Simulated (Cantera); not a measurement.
Stirred combustor or abatement burner

A perfectly stirred reactor is fed with 4.36 % CH4, 1.22 % CO, 19.8 % O2, 74.6 % N2, equivalence ratio 0.47, at 0.850 bar; it is adiabatic with a 600 K inlet, and is followed from long to short residence time, starting on the burning branch (τ in s: 0.15, 0.063, 0.026, 0.011, 0.0044, 0.0018, 0.00075, 0.00031, 0.00013, 5.3e-05, 2.2e-05, 9.1e-06).

Model: GRI-Mech 3.0 (53 species, 325 reactions), integrated in Cantera.

| τ (s) | T (K) | x CH4 | x CO | x O2 | x HCN | x OH | x CH2O |
|---|---|---|---|---|---|---|---|
| 0.15 | 1681 | 9.54e-6 | 0.000270 | 0.106 | 1.54e-9 | 0.000805 | 9.29e-7 |
| 0.063 | 1677 | 1.65e-5 | 0.000484 | 0.106 | 1.86e-9 | 0.00105 | 1.70e-6 |
| 0.026 | 1671 | 2.87e-5 | 0.000878 | 0.106 | 2.30e-9 | 0.00137 | 3.12e-6 |
| 0.011 | 1661 | 4.95e-5 | 0.00156 | 0.106 | 3.09e-9 | 0.00174 | 5.60e-6 |
| 0.0044 | 1642 | 9.02e-5 | 0.00289 | 0.106 | 4.89e-9 | 0.00219 | 1.04e-5 |
| 0.0018 | 1612 | 0.000170 | 0.00525 | 0.107 | 8.49e-9 | 0.00260 | 1.94e-5 |
| 0.00075 | 1562 | 0.000358 | 0.00961 | 0.110 | 1.52e-8 | 0.00280 | 3.80e-5 |
| 0.00031 | 1464 | 0.00114 | 0.0193 | 0.116 | 2.83e-8 | 0.00230 | 9.95e-5 |
| 0.00013 | 600 | 0.0436 | 0.0122 | 0.198 | <1e-12 | <1e-12 | <1e-12 |
| 5.3e-5 | 600 | 0.0436 | 0.0122 | 0.198 | <1e-12 | <1e-12 | <1e-12 |
| 2.2e-5 | 600 | 0.0436 | 0.0122 | 0.198 | <1e-12 | <1e-12 | <1e-12 |
| 9.1e-6 | 600 | 0.0436 | 0.0122 | 0.198 | <1e-12 | <1e-12 | <1e-12 |
x: mole fraction; the columns are a selection and need not sum to one.
